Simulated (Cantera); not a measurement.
# Ignition delay

Mixture: 19.2 % CH₃OH, 17.0 % O₂, 63.8 % N₂, equivalence ratio 1.7, at 0.320 bar, adiabatic and at constant volume. Ignition delay is the time to a rise of 400 K.

Cantera simulation using GRI-Mech 3.0 (53 species, 325 reactions); the numbers are that mechanism's predictions, not measurements. GRI-Mech 3.0 was tuned for natural gas; its chemistry of methanol as a main component is partial and can be far from experiment.

```
T0 (K)  delay (ms)
------  ----------
1100           143
1175          35.6
1250          10.6
1325          3.64
1400          1.43
1475         0.632
1550         0.309
```

| Quantity | Result |
|---|---|
| apparent activation energy between 1400 and 1550 K | 180 kJ/mol |
